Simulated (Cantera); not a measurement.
# Thermodynamics of fluorocarbon and chlorocarbon gases, feed CCl₄ + Si + H₂

Feed: 1 mol CCl₄, 0.55 mol Si, 6 mol H₂, at 41.0 Pa.

Equilibrium computed with Cantera from the NASA thermochemical tables; the gas is ideal and each condensed phase is pure. Candidate condensed phases: C, C₆H₆, C₇H₈, C₈H₁₈, Si, SiC; 109 gas species. The tables' values for SiCl₃ are old estimates; treat these amounts as uncertain. Kinetics and transport are ignored.

From 1048 K to 1248 K the condensed part is C(graphite) + SiC(s). The main Si-bearing gas is SiCl₄ at 1048 K and SiCl₂ at 1248 K. The share of Si in condensed phases is highest at 1248 K (93.5 %) and lowest at 1048 K (65.7 %).

| T (K) | log p H₂ | log p HCl | log p SiCl₄ | log p SiCl₂ | log p SiCl₃ | log p SiHCl₃ | log p H | log p Cl | n C(graphite) | n SiC(s) |
|---|---|---|---|---|---|---|---|---|---|---|
| 1048 | -3.64 | -3.77 | -5.03 | -6.86 | -6.58 | -6.89 | -9.93 | -10.10 | 0.639 | 0.361 |
| 1073 | -3.65 | -3.75 | -5.16 | -6.70 | -6.53 | -6.98 | -9.68 | -9.82 | 0.593 | 0.407 |
| 1098 | -3.66 | -3.73 | -5.31 | -6.56 | -6.51 | -7.08 | -9.44 | -9.55 | 0.557 | 0.443 |
| 1123 | -3.67 | -3.72 | -5.47 | -6.43 | -6.50 | -7.18 | -9.20 | -9.31 | 0.530 | 0.470 |
| 1148 | -3.67 | -3.71 | -5.63 | -6.32 | -6.50 | -7.30 | -8.98 | -9.07 | 0.511 | 0.489 |
| 1173 | -3.68 | -3.70 | -5.81 | -6.22 | -6.51 | -7.41 | -8.77 | -8.85 | 0.499 | 0.501 |
| 1198 | -3.68 | -3.70 | -5.98 | -6.13 | -6.53 | -7.53 | -8.56 | -8.64 | 0.491 | 0.509 |
| 1223 | -3.68 | -3.70 | -6.15 | -6.04 | -6.55 | -7.64 | -8.36 | -8.45 | 0.487 | 0.513 |
| 1248 | -3.68 | -3.70 | -6.32 | -5.97 | -6.57 | -7.76 | -8.17 | -8.26 | 0.486 | 0.514 |
log p: log10 of the partial pressure in bar; n: condensed amount in mol.
